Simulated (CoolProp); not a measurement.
Vapour-liquid equilibrium of m-xylene (1) + n-nonane (2) at 207.35 °C; x and y are mole fractions of (1).

Values from CoolProp's multi-fluid Helmholtz-energy mixture model, Zhou 2012 and Lemmon 2006; pair parameters Bell 2016.

| x | bubble pressure, mixture model (MPa) | bubble pressure, Raoult's law (MPa) | y, mixture model | y, Raoult's law |
|---|---|---|---|---|
| 0.05 | 0.3794 | 0.3740 | 0.072 | 0.063 |
| 0.125 | ___ | 0.3817 | 0.170 | 0.154 |
| 0.2 | 0.4073 | 0.3894 | 0.258 | 0.242 |
| 0.275 | 0.4192 | 0.3971 | 0.340 | 0.327 |
| 0.35 | 0.4299 | 0.4048 | 0.415 | 0.408 |
| 0.425 | 0.4392 | 0.4125 | 0.486 | 0.486 |
| 0.5 | 0.4474 | 0.4202 | 0.553 | 0.561 |
| 0.575 | ___ | 0.4279 | 0.619 | 0.634 |
| 0.65 | 0.4603 | 0.4356 | 0.683 | 0.704 |
| 0.725 | 0.4651 | 0.4433 | ___ | 0.771 |
| 0.8 | ___ | 0.4510 | ___ | 0.836 |
| 0.875 | 0.4709 | 0.4587 | 0.880 | 0.899 |
| 0.95 | 0.4718 | 0.4664 | 0.950 | 0.960 |

**Question.** What belongs in the gaps?

**Answer.** 
- 0.125, bubble pressure, mixture model (MPa): 0.3941
- 0.575, bubble pressure, mixture model (MPa): 0.4545
- 0.725, y, mixture model: 0.747
- 0.8, bubble pressure, mixture model (MPa): 0.4686
- 0.8, y, mixture model: 0.812

The largest gap from Raoult's law is +6.5 % in bubble pressure, at x = 0.425. No azeotrope shows between x = 0.05 and 0.95.

The pair parameters rest on a limited set of measurements; away from them the model extrapolates.
